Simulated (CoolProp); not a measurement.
The numbers come from the reference Helmholtz-energy equation of state, Zhou 2011 in CoolProp.

Question: For dimethyl carbonate, give the phase and the density (kg/m³), cp (kJ/(kg K)), Joule-Thomson coefficient (K/MPa), isothermal compressibility (1/MPa) at 561.4 K and 7010 kPa; 561.4 K and 7890 kPa.

Answer: 
- 561.4 K and 7010 kPa: supercritical; density 573, cp 3.57, Joule-Thomson coefficient 2.25, isothermal compressibility 0.0561
- 561.4 K and 7890 kPa: supercritical; density 597, cp 3.23, Joule-Thomson coefficient 1.68, isothermal compressibility 0.0383
